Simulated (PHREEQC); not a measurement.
A PHREEQC input (ion-association model, wateq4f.dat):

```
SOLUTION 1
  temp 298.15
  units mg/kgw
  pH 8.28
  pe 12.7
  Na 2820
  K 37.4
  Ca 16.7
  Mg 369
  Cl 4830
  S(6) 389 as SO4
  Alkalinity 306 as HCO3
  Sr 3.58
  Cd 2.01
  Si 8.76 as SiO2
END
USE solution 1
EQUILIBRIUM_PHASES 1
  Chalcedony 0 0
  CO2(g) -3.4 10
END
```

It stops with these messages:

```
WARNING: Maximum iterations exceeded, 100
WARNING: Maximum iterations exceeded, 100
WARNING: The program has failed to converge to a numerical solution.
ERROR:           Alkalinity has not converged. Total: 5.014823e-03	Calculated: 4.498918e-05	Residual: 4.969834e-03
ERROR: Is non-carbonate alkalinity greater than total alkalinity?
ERROR:                   Ca has not converged. Total: 4.166667e-04	Calculated: 1.232178e-07	Residual: 4.165434e-04
ERROR:                   Cd has not converged. Total: 1.788256e-05	Calculated: 4.796390e-07	Residual: 1.740292e-05
ERROR:                   Cl has not converged. Total: 1.362367e-01	Calculated: 1.320017e-01	Residual: 4.234958e-03
ERROR:                    K has not converged. Total: 9.564728e-04	Calculated: 7.682411e-04	Residual: 1.882317e-04
ERROR:                   Mg has not converged. Total: 1.517769e-02	Calculated: 1.471098e-03	Residual: 1.370659e-02
ERROR:                   Na has not converged. Total: 1.226631e-01	Calculated: 1.808628e-01	Residual: -5.819974e-02
ERROR:                 S(6) has not converged. Total: 4.049384e-03	Calculated: 3.863320e-03	Residual: 1.860634e-04
ERROR:                   Si has not converged. Total: 1.457952e-04	Calculated: 1.815167e-04	Residual: -3.572158e-05
ERROR:                   Sr has not converged. Total: 4.085825e-05	Calculated: 6.296080e-07	Residual: 4.022864e-05
ERROR:               A(H2O) Activity of water has not converged. 	Residual: 1.600541e+01
ERROR: Model failed to converge for initial solution  1.
```

**Question.** Why does the run stop?

**Answer.** The fault: the temperature typed in kelvin. The line should read `temp 25` where the input has `temp 298.15`. With the mend the run ends at pH 8.65 and ionic strength 0.166 mol/kgw.
